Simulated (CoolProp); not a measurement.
Properties of hydrogen chloride at several states.

The numbers come from the reference Helmholtz-energy equation of state, Thol 2018 in CoolProp.

```json
[
 {"T (K)": "172.7", "p (MPa)": "0.539", "phase": "liquid", "cp (kJ/(kg K))": "1.656", "speed of sound (m/s)": "1161", "Joule-Thomson coefficient (K/MPa)": "-0.3286"},
 {"T (K)": "612", "p (MPa)": "0.48", "phase": "gas", "cp (kJ/(kg K))": "0.8168", "speed of sound (m/s)": "440.4", "Joule-Thomson coefficient (K/MPa)": "3.908"},
 {"T (K)": "351.5", "p (MPa)": "4.68", "phase": "gas", "cp (kJ/(kg K))": "1.189", "speed of sound (m/s)": "304.5", "Joule-Thomson coefficient (K/MPa)": "9.785"}
]
```
